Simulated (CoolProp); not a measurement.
Values from CoolProp's reference Helmholtz-energy equation of state, Tillner-Roth 1997.

Q: For CH2F2 (R32), give the phase and the speed of sound (m/s), Joule-Thomson coefficient (K/MPa), viscosity (µPa s) at -9.25 °C and 4.67 MPa.

A: 
- -9.25 °C and 4.67 MPa: liquid; speed of sound 779, Joule-Thomson coefficient -0.135, viscosity 180

Viscosity comes from a separate model (Bell 2016), an estimate that may be off by 10 % or more.
